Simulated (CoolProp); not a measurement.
Ethylene along the isotherm 224.4 K: fugacity coefficient from the reference equation and from simpler models built on Tc = 282.4 K, pc = 50.42 bar, ω = 0.087; each cubic takes its own stable root.

Computed with CoolProp (reference Helmholtz-energy equation of state, Smukala 2000).

```tsv
p (bar)	phase	reference
6.3	gas	0.9159
12.6	liquid	0.7514
18.9	liquid	0.5109
25.2	liquid	0.3908
31.5	liquid	0.3188
37.8	liquid	0.2709
44.1	liquid	0.2368
50.4	liquid	0.2113
56.7	liquid	0.1915
63	liquid	0.1757
69.3	liquid	0.1628
75.6	liquid	0.1521
```

Question: How far does each simpler model (van der Waals, Redlich-Kwong) lie from the reference over these 12 states: mean and median of the absolute difference, and the worst?

Answer: 
- van der Waals: mean 55.2 %, median 62.8 %, worst +71.5 % at 224.4 K and 75.6 bar
- Redlich-Kwong: mean 6.6 %, median 7.1 %, worst +7.8 % at 224.4 K and 75.6 bar

At some of these states van der Waals gives the other phase, because its saturation line lies elsewhere.
